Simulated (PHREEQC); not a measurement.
A solution holds 0.074 mol/kgw Al2(SO4)3, 0.0047 mol/kgw CuCl2 and 0.058 mol/kgw Na2SO4, at 25 °C. Closed to the air; pH follows from the charge balance.

Computed with PHREEQC (ion-association model, phreeqc.dat).

Task: The ionic strength comes out as 0.337 mol/kgw. What activity coefficients do Cl-, SO4-2, Al(SO4)2-, AlSO4+, AlOH+2 get?

Result: Cl- 0.68, SO4-2 0.24, Al(SO4)2- 0.69, AlSO4+ 0.69, AlOH+2 0.26.

Precipitation was switched off in this run. The solution is supersaturated, for example in Gibbsite (slow to form), so a real one may precipitate; this is no full list.
